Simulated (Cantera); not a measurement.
Feed: 1 mol SiCl4, 2.1 mol Cl2, 1 mol H2, equilibrated at 1100 K and 28.0 bar.

These are equilibrium values from Cantera (NASA tables, ideal gas, pure condensed phases), not measurements of a reactor. Candidate condensed phases: Si; 19 gas species. The numbers say what is thermodynamically allowed, not how fast it happens.

**Question.** What is the equilibrium state?

**Answer.** 
```json
{
 "x(HCl)": "0.488",
 "x(Cl2)": "0.268",
 "x(SiCl4)": "0.244",
 "x(Cl)": "0.000148",
 "gas_amount": "4.100 mol",
 "log10 activity of Si(s) (absent)": "-25.51"
}
```
